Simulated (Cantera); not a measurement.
A Cantera script and what it prints.

```python
import numpy as np
import cantera as ct

gas_names = """
    Br Br2 N N2 Si SiBr SiBr2 SiBr3 SiBr4 SiN Si2 Si2N Si3
""".split()
cond_names = """
    Br2(cr) Br2(L) Si(cr) Si(L) Si3N4(a)
""".split()


# ... load() reads the species with a 1 bar reference pressure and builds the phases ...
atoms = {
    'Si': {'Si': 1},
    'Br2': {'Br': 2},
    'N2': {'N': 2},
}
top_T = {'Si3N4(a)': 2400}  # K; cautious upper limits of use, not melting points


# ... equilibrate(T, P, feed) seeds the gas with the atoms and calls Mixture.equilibrate('TP', solver="vcs", rtol=1e-11, max_steps=5000) ...
results = []
feed = {'Si': 1, 'Br2': 4, 'N2': 0.76}  # mol
T = 1298  # K
P = 100000  # Pa
mix = equilibrate(T, P, feed)
results.append((T, P, feed, dict(zip(mix.species_names, mix.species_moles))))
x = sorted(zip(gas.X, gas.species_names), reverse=True)
print(f"T = {T:g} K  P = {P:g} Pa  gas = {mix.phase_moles(0):.4g} mol")
print("   x: " + "  ".join(f"{s} {v:.3e}" for v, s in x if v > 1e-05))
print("   condensed (mol): " + ("  ".join(f"{mix.phase(i).name} {mix.phase_moles(i):.4g}"
      for i in range(1, mix.n_phases) if mix.phase_moles(i) > 1e-12) or "none"))
```

It prints:

```
T = 1298 K  P = 100000 Pa  gas = 3.877 mol
   x: Br2 4.856e-01  SiBr4 2.579e-01  N2 1.960e-01  Br 6.046e-02  SiBr3 1.327e-05
   condensed (mol): none
```

These are equilibrium values from Cantera (NASA tables, ideal gas, pure condensed phases), not measurements of a reactor. The tables' values for SiBr3 are old estimates; treat these amounts as uncertain.
